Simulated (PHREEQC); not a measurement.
Make-up at 55 °C: 0.28 mol NH4HF2 and 0.024 mol H2SiF6 per kg of water. Closed to the air; pH follows from the charge balance.

All values are PHREEQC results (ion-association model, phreeqc.dat), not measurements.

Q: The ionic strength comes out as 0.305 mol/kgw. What activity coefficients do SiF6-2, F-, HF2-, NH4+, H+ get?

A: SiF6-2 0.24, F- 0.66, HF2- 0.72, NH4+ 0.63, H+ 0.77.

No solid was allowed to form. Species that the database lacks are ignored. Away from 25 °C the constants follow the database's enthalpies or fits; those with neither stay at their 25 °C values. SiF6-2 is the database's only silicon fluoride.
